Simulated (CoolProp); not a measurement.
A single-stage vapour-compression cycle with n-hexane: evaporating at 292.15 K (dew point), condensing at 340.15 K (bubble point), superheat 2 K, subcooling 5 K, compressor efficiency 0.85, no pressure losses. Each further row changes one setting.

Model: reference Helmholtz-energy equation of state, Thol 2019, in CoolProp.

```
case                              cooling COP  pressure ratio  discharge temperature (K)  refrigerating effect (kJ/kg)  volumetric capacity (kJ/m³)
--------------------------------  -----------  --------------  -------------------------  ----------------------------  ---------------------------
as stated                                4.39            6.22                      340.2                           273                          150
evaporating temperature 297.15 K         5.10            4.97                      340.2                           281                          191
condensing temperature 335.15 K          5.04            5.29                      335.1                           285                          157
subcooling 10 K                          4.59            6.22                      340.2                           285                          157
superheat 12 K                           4.47            6.22                      343.1                           289                          154
compressor efficiency 0.75               3.87            6.22                      340.2                           273                          150
```

The compression ends wet for: as stated; evaporating temperature 297.15 K; condensing temperature 335.15 K; subcooling 10 K; compressor efficiency 0.75.
